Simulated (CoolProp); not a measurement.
Computed with CoolProp (reference Helmholtz-energy equation of state, Span 2000).

Question: Give the vapour pressure (kPa), liquid density (kg/m³), enthalpy of vaporisation (kJ/kg), vapour Z of saturated nitrogen at -168.65, -153.15 °C.

Answer: 
```json
[
 {"T (°C)": "-168.65", "p (kPa)": "1050", "liquid density (kg/m³)": "661", "enthalpy of vaporisation (kJ/kg)": "150", "vapour Z": "0.778"},
 {"T (°C)": "-153.15", "p (kPa)": "2510", "liquid density (kg/m³)": "523", "enthalpy of vaporisation (kJ/kg)": "92.0", "vapour Z": "0.564"}
]
```
